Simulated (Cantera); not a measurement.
A closed system holds: 1 mol CH₃Cl, held at 2550 K.

Cantera equilibrium calculation (NASA polynomials, part measured and part estimated; ideal gas, pure solids and liquids). Candidate condensed phases: C, C₆H₆, C₇H₈, C₈H₁₈; 91 gas species. Rates play no part.

Which condensed phases are stable at each of these points (P (Pa)): 1, 5.20, 27, 140, 720, 3700, 19000, 100000?


| P (Pa) | condensed phases | C condensed (%) |
|---|---|---|
| 1 | gas only | 0.0 |
| 5.20 | C(graphite) | 70.6 |
| 27 | C(graphite) | 93.8 |
| 140 | C(graphite) | 97.1 |
| 720 | C(graphite) | 97.4 |
| 3700 | C(graphite) | 97.4 |
| 19000 | C(graphite) | 97.3 |
| 100000 | C(graphite) | 97.3 |

At 1.00 Pa nothing is condensed. From 5.20 Pa to 1.00 bar the condensed part is C(graphite).
